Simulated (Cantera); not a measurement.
Input: 1 mol PbO, 0.2 mol O2, 1.9 mol N2, equilibrated at 0.0100 bar.

Equilibrium computed with Cantera from the NASA thermochemical tables; the gas is ideal and each condensed phase is pure. Candidate condensed phases: Pb, PbO, PbO2, Pb3O4; 12 gas species. Kinetics and transport are ignored.

Which condensed phases are stable at each of these points (T (K)): 950, 975, 1000, 1025, 1050, 1075, 1100, 1125, 1150, 1175, 1200?


| T (K) | condensed phases | Pb condensed (%) |
|---|---|---|
| 950 | PbO(yellow) | 100.0 |
| 975 | PbO(yellow) | 100.0 |
| 1000 | PbO(yellow) | 100.0 |
| 1025 | PbO(yellow) | 100.0 |
| 1050 | PbO(yellow) | 100.0 |
| 1075 | PbO(yellow) | 99.9 |
| 1100 | PbO(yellow) | 99.9 |
| 1125 | PbO(yellow) | 99.7 |
| 1150 | PbO(yellow) | 99.5 |
| 1175 | PbO(l) | 99.1 |
| 1200 | PbO(l) | 98.5 |

From 950 K to 1150 K the condensed part is PbO(yellow). From 1175 K to 1200 K the condensed part is PbO(l).
